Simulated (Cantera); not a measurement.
A Cantera script and what it prints.

```python
import numpy as np
import cantera as ct

gas_names = """
    B BF BF2 BF3 BN B2 F F2 N NF NF2 NF3 N2
""".split()
cond_names = """
    B(b) B(L) BN(s)
""".split()


# ... load() reads the species with a 1 bar reference pressure and builds the phases ...
atoms = {
    'BN': {'B': 1, 'N': 1},
    'F2': {'F': 2},
    'N2': {'N': 2},
}
top_T = {'BN(s)': 3200}  # K; cautious upper limits of use, not melting points


# ... equilibrate(T, P, feed) seeds the gas with the atoms and calls Mixture.equilibrate('TP', solver="vcs", rtol=1e-11, max_steps=5000) ...
results = []
feed = {'BN': 1, 'F2': 5.9, 'N2': 8.5}  # mol
P = 6000  # Pa
for T in [725, 800, 875, 950, 1025, 1100, 1175, 1250, 1325]:
    mix = equilibrate(T, P, feed)
    results.append((T, P, feed, dict(zip(mix.species_names, mix.species_moles))))
    x = sorted(zip(gas.X, gas.species_names), reverse=True)
    print(f"T = {T:g} K  P = {P:g} Pa  gas = {mix.phase_moles(0):.4g} mol")
    print("   x: " + "  ".join(f"{s} {v:.3e}" for v, s in x if v > 0.0001))
    print("   condensed (mol): " + ("  ".join(f"{mix.phase(i).name} {mix.phase_moles(i):.4g}"
          for i in range(1, mix.n_phases) if mix.phase_moles(i) > 1e-12) or "none"))
```

Output:

```
T = 725 K  P = 6000 Pa  gas = 12.18 mol
   x: N2 6.471e-01  NF3 1.837e-01  F2 8.438e-02  BF3 8.210e-02  F 2.768e-03
   condensed (mol): none
T = 800 K  P = 6000 Pa  gas = 13.38 mol
   x: N2 6.308e-01  F2 1.958e-01  NF3 8.369e-02  BF3 7.473e-02  F 1.502e-02
   condensed (mol): none
T = 875 K  P = 6000 Pa  gas = 14.43 mol
   x: N2 6.126e-01  F2 2.477e-01  BF3 6.928e-02  F 4.855e-02  NF3 2.188e-02
   condensed (mol): none
T = 950 K  P = 6000 Pa  gas = 15.19 mol
   x: N2 5.902e-01  F2 2.262e-01  F 1.131e-01  BF3 6.583e-02  NF3 4.583e-03
   condensed (mol): none
T = 1025 K  P = 6000 Pa  gas = 16.07 mol
   x: N2 5.598e-01  F 2.091e-01  F2 1.680e-01  BF3 6.224e-02  NF3 8.634e-04
   condensed (mol): none
T = 1100 K  P = 6000 Pa  gas = 17.07 mol
   x: N2 5.271e-01  F 3.135e-01  F2 1.007e-01  BF3 5.857e-02  NF3 1.391e-04
   condensed (mol): none
T = 1175 K  P = 6000 Pa  gas = 17.91 mol
   x: N2 5.025e-01  F 3.920e-01  BF3 5.583e-02  F2 4.963e-02
   condensed (mol): none
T = 1250 K  P = 6000 Pa  gas = 18.4 mol
   x: N2 4.893e-01  F 4.344e-01  BF3 5.436e-02  F2 2.200e-02
   condensed (mol): none
T = 1325 K  P = 6000 Pa  gas = 18.62 mol
   x: N2 4.834e-01  F 4.532e-01  BF3 5.371e-02  F2 9.689e-03
   condensed (mol): none
```

Cantera equilibrium calculation (NASA polynomials, part measured and part estimated; ideal gas, pure solids and liquids).
